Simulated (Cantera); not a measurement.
An adiabatic, constant-volume homogeneous reactor starts with 3.77 % CH3OH, 11.3 % O2, 84.9 % N2, equivalence ratio 0.50, at 1725 K and 290000 Pa.

Cantera simulation using GRI-Mech 3.0 (53 species, 325 reactions); the numbers are that mechanism's predictions, not measurements. GRI-Mech 3.0 was tuned for natural gas; its chemistry of methanol as a main component is partial and can be far from experiment.

### Question
Predict: time of steepest temperature rise; temperature at 3.00 s; equilibrium temperature; x(O2) at 3.00 s; x(CO) at 3.00 s.

### Answer
time of steepest temperature rise: 24.1 µs
temperature at 3.00 s: 2468 K
equilibrium temperature: 2468 K
x(O2) at 3.00 s: 0.0495 (gas-phase equilibrium 0.0495)
x(CO) at 3.00 s: 0.00235 (gas-phase equilibrium 0.00235)
